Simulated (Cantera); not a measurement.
An adiabatic, constant-pressure homogeneous reactor starts with H2 : O2 : N2 : NO = 1 : 0.694 : 2.61 : 0.028 (molar parts), at 1375 K and 0.300 bar.

Computed with Cantera and GRI-Mech 3.0 (53 species, 325 reactions). The mechanism lacks 2 NO + O2 → 2 NO2 and HONO, so NO2 and the effect of NO are under-described below about 1400 K.

### Question
Predict: time of steepest temperature rise; temperature at 0.100 s; equilibrium temperature; x(H2) at 0.100 s; x(O2) at 0.100 s; x(NO2) at 0.100 s; x(N2O) at 0.100 s; x(NO) at 0.100 s; x(OH) at 0.100 s.

### Answer
time of steepest temperature rise: 67.4 µs
temperature at 0.100 s: 2608 K
equilibrium temperature: 2608 K
x(H2) at 0.100 s: 0.0182 (gas-phase equilibrium 0.0182)
x(O2) at 0.100 s: 0.0467 (gas-phase equilibrium 0.0467)
x(NO2) at 0.100 s: 2.46e-6 (gas-phase equilibrium 2.46e-6)
x(N2O) at 0.100 s: 3.33e-7 (gas-phase equilibrium 3.33e-7)
x(NO) at 0.100 s: 0.0119 (gas-phase equilibrium 0.0119)
x(OH) at 0.100 s: 0.0274 (gas-phase equilibrium 0.0274)
